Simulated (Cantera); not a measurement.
An isothermal, constant-pressure homogeneous reactor starts with C2H6 : H2 = 1 : 2.1 (molar parts), at 1350 K and 100000 Pa. Integrator tolerance rtol = 1e-08.

Computed with Cantera and GRI-Mech 3.0 (53 species, 325 reactions). GRI-Mech 3.0 stops at C3 and has no aromatics, soot or wall deposition, so with more carbon than oxygen in the feed, carbon stays in small species such as C2H2 where larger ones or solid carbon would form.

What does this change do: pressure from 100000 Pa to 1600 Pa?


```json
[
 {"quantity": "x(C2H6) at 90.0 s", "before": "0.000554 (gas-phase equilibrium 0.000554)", "after": "7.20e-6 (gas-phase equilibrium 1.35e-6)"},
 {"quantity": "x(H2) at 90.0 s", "before": "0.516 (gas-phase equilibrium 0.516)", "after": "0.716 (gas-phase equilibrium 0.786)"},
 {"quantity": "x(CH2) at 90.0 s", "before": "5.95e-11 (gas-phase equilibrium 5.95e-11)", "after": "2.78e-10 (gas-phase equilibrium 1.49e-10)"},
 {"quantity": "x(CH3) at 90.0 s", "before": "2.67e-5 (gas-phase equilibrium 2.67e-5)", "after": "3.26e-5 (gas-phase equilibrium 1.04e-5)"},
 {"quantity": "x(C2H4) at 90.0 s", "before": "0.0348 (gas-phase equilibrium 0.0348)", "after": "0.00281 (gas-phase equilibrium 0.00349)"}
]
```
Radical loss at walls, strong at low pressure, is not modelled.
